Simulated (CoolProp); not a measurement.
Vapour-liquid equilibrium of hydrogen sulfide (1) + n-heptane (2) at 169 kPa; x and y are mole fractions of (1).

The numbers come from the multi-fluid Helmholtz-energy mixture model, Lemmon 2006 and Span 2003; pair parameters Kunz 2012 in CoolProp.

**Question.** Give the bubble temperature and the first vapour's composition at x = 0.05, 0.35, 0.5. Is there an azeotrope?

**Answer.** x = 0.05: 308.9 K, y = 0.940; x = 0.35: 234.3 K, y = 1.000; x = 0.5: 230.5 K, y = 1.000. No azeotrope shows between x = 0.05 and 0.95.

Pair parameters are fitted to limited data, so mixtures are less certain than the pure fluids. With so large a gap from Raoult's law the liquid may split in two, which this calculation doesn't test in full.
